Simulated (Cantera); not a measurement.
Feed: 1 mol Si₃N₄, 0.0036 mol C, 0.013 mol H₂, at 2.93 Torr.

Method: chemical equilibrium by Gibbs-energy minimisation in Cantera with the NASA 1993 tables (ideal gas, pure condensed phases). Candidate condensed phases: C, C₆H₆, C₇H₈, C₈H₁₈, Si, SiC, Si₃N₄; 105 gas species. The tables' values for SiN are old estimates; treat these amounts as uncertain. The numbers say what is thermodynamically allowed, not how fast it happens. All values below are at 2223 K.

Base state: N₂ 0.867, Si 0.118, H 0.00545, H₂ 0.00282, Si₂ 0.00197, Si₂C 0.00151, Si₂N 0.00120, SiN 0.00111 (mole fractions); condensed: Si(l).

What changes in the equilibrium state with this change: C from 0.0036 to 0.042 mol?


```
species       before     after
-----------  -------  --------
N₂             0.867     0.861
Si             0.118     0.118
Si₂C         0.00151   0.00748
SiC₂         6.64e-6  0.000163
CN           2.67e-6   1.32e-5
HCN          3.72e-5  0.000181
HNC          3.04e-6   1.48e-5
Si(l), mol      2.70      2.65
SiC(s), mol        0    0.0234
```
Mutual solubility and eutectic melting of coexisting phases are not modelled.
